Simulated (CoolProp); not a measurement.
R152A at several states: Z from the reference equation and from simpler models built on Tc = 113.3 °C, pc = 4517 kPa, ω = 0.275; each cubic takes its own stable root.

The numbers come from the reference Helmholtz-energy equation of state, Outcalt 1996 in CoolProp. It is a modified Benedict-Webb-Rubin equation, recast in Helmholtz form.

```json
[
 {"T (°C)": "169.85", "p (kPa)": "1720", "phase": "gas", "reference": "0.9102", "Pitzer virial": "0.9188", "van der Waals": "0.9138", "Redlich-Kwong": "0.9094", "Soave-Redlich-Kwong": "0.9176", "Peng-Robinson": "0.9057"},
 {"T (°C)": "220.55", "p (kPa)": "31.5", "phase": "gas", "reference": "0.9989", "Pitzer virial": "0.9990", "van der Waals": "0.9989", "Redlich-Kwong": "0.9989", "Soave-Redlich-Kwong": "0.9990", "Peng-Robinson": "0.9988"},
 {"T (°C)": "225.45", "p (kPa)": "3490", "phase": "gas", "reference": "0.8861", "Pitzer virial": "0.8948", "van der Waals": "0.8689", "Redlich-Kwong": "0.8746", "Soave-Redlich-Kwong": "0.9007", "Peng-Robinson": "0.8813"}
]
```
